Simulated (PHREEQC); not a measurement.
Solution (20 °C): 0.00128 mol Ca(HCO3)2, 0.048 mol Na2SO4 and 4.4e-07 mol H4SiO4 per kg of water. Closed to the air; pH follows from the charge balance.

Model: ion-association model, phreeqc.dat, run in PHREEQC.

The ionic strength comes out as 0.133 mol/kgw. What activity coefficients do NaCO3-, Ca+2, Na+, CaHCO3+, SO4-2 get?

NaCO3- 0.77, Ca+2 0.36, Na+ 0.77, CaHCO3+ 0.78, SO4-2 0.34.

No solid was allowed to form. Complexes and solids missing from the database can't appear.
